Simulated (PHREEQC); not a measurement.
Nickel, zinc or cadmium bath: an equilibrium model

Consider water at 25 °C with 0.06 mol/kgw Ni(NO3)2, 0.022 mol/kgw KCl and 1.8 mol/kgw HCl. Closed to the air; pH follows from the charge balance.

Computed with PHREEQC (ion-association model, wateq4f.dat).

Each row changes one thing in this solution. No solid was allowed to form.

```csv
case,pH,ionic strength (mol/kgw)
as made,-0.12,1.86
0.13 mol/kgw NaCl added,-0.12,1.99
KCl from 0.022 to 0.0022 mol/kgw,-0.12,1.84
temperature from 25 to 30 °C,-0.12,1.86
temperature from 25 to 40 °C,-0.11,1.86
HCl from 1.8 to 1.98 mol/kgw,-0.16,2.03
Ni(NO3)2 replaced by Ca(NO3)2 at the same molality,-0.12,2.00
KCl left out,-0.12,1.84
temperature from 25 to 5 °C,-0.12,1.86
```

The ionic strength passes 0.7 mol/kgw, the rough limit of the ion-association models, in every such run. Complexes and solids missing from the database can't appear. At this temperature some constants are extrapolated from 25 °C, and those without enthalpy data are left unchanged.
